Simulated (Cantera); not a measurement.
# Gas-phase reforming

An isothermal, constant-pressure homogeneous reactor starts with 16.4 % CH₄, 62.3 % H₂O, 21.3 % H₂, at 1475 K and 218 Torr.

Detailed kinetics in Cantera: GRI-Mech 3.0 (53 species, 325 reactions).

```json
[
 {"t (s)": "0.000600", "x CH₄": "0.164", "x H₂O": "0.623", "x H₂": "0.213", "x O": "1.53e-12", "x CH₃": "3.40e-5", "x C₂H₄": "2.23e-7"},
 {"t (s)": "0.00118", "x CH₄": "0.164", "x H₂O": "0.623", "x H₂": "0.213", "x O": "4.05e-12", "x CH₃": "5.55e-5", "x C₂H₄": "1.47e-6"},
 {"t (s)": "0.00232", "x CH₄": "0.164", "x H₂O": "0.623", "x H₂": "0.213", "x O": "7.35e-12", "x CH₃": "7.49e-5", "x C₂H₄": "7.96e-6"},
 {"t (s)": "0.00456", "x CH₄": "0.164", "x H₂O": "0.623", "x H₂": "0.213", "x O": "1.08e-11", "x CH₃": "9.09e-5", "x C₂H₄": "3.45e-5"},
 {"t (s)": "0.00896", "x CH₄": "0.163", "x H₂O": "0.623", "x H₂": "0.213", "x O": "1.40e-11", "x CH₃": "0.000103", "x C₂H₄": "0.000118"},
 {"t (s)": "0.0176", "x CH₄": "0.163", "x H₂O": "0.623", "x H₂": "0.214", "x O": "1.53e-11", "x CH₃": "0.000108", "x C₂H₄": "0.000296"},
 {"t (s)": "0.0346", "x CH₄": "0.162", "x H₂O": "0.622", "x H₂": "0.215", "x O": "1.53e-11", "x CH₃": "0.000108", "x C₂H₄": "0.000534"},
 {"t (s)": "0.0681", "x CH₄": "0.159", "x H₂O": "0.621", "x H₂": "0.218", "x O": "1.50e-11", "x CH₃": "0.000106", "x C₂H₄": "0.000723"},
 {"t (s)": "0.134", "x CH₄": "0.155", "x H₂O": "0.619", "x H₂": "0.222", "x O": "1.43e-11", "x CH₃": "0.000104", "x C₂H₄": "0.000792"},
 {"t (s)": "0.263", "x CH₄": "0.147", "x H₂O": "0.614", "x H₂": "0.231", "x O": "1.32e-11", "x CH₃": "9.87e-5", "x C₂H₄": "0.000810"},
 {"t (s)": "0.517", "x CH₄": "0.134", "x H₂O": "0.606", "x H₂": "0.247", "x O": "1.17e-11", "x CH₃": "9.03e-5", "x C₂H₄": "0.000852"},
 {"t (s)": "1.02", "x CH₄": "0.113", "x H₂O": "0.593", "x H₂": "0.271", "x O": "1.01e-11", "x CH₃": "7.75e-5", "x C₂H₄": "0.000965"},
 {"t (s)": "2.00", "x CH₄": "0.0867", "x H₂O": "0.574", "x H₂": "0.304", "x O": "8.69e-12", "x CH₃": "6.12e-5", "x C₂H₄": "0.00118"}
]
```
x: mole fraction; the columns are a selection and need not sum to one.

Equilibrium at this temperature and pressure: CH₄ 2.60e-8, H₂O 0.322, H₂ 0.554, O 7.85e-12, CH₃ 1.71e-11, C₂H₄ <1e-12 (gas phase only).
